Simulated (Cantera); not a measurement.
A freely propagating, adiabatic, planar premixed flame of H2 : O2 : N2 = 1 : 0.357 : 1.34 (molar parts), unburnt at 575 K and 750 Torr; mixture-averaged transport, grid criteria slope 0.08 and curve 0.16, no radiation.

Cantera simulation using the H2/O2 subset of GRI-Mech 3.0, which has no nitrogen chemistry; the numbers are that mechanism's predictions, not measurements. Burning velocities carry a grid error of a few per cent, more on coarse grids.

Task: Predict: laminar burning velocity; thermal thickness; peak x(H2O2); peak x(HO2); peak x(O).

Result: laminar burning velocity: 819 cm/s
thermal thickness: 0.449 mm
peak x(H2O2): 1.46e-5
peak x(HO2): 0.000301
peak x(O): 0.00855
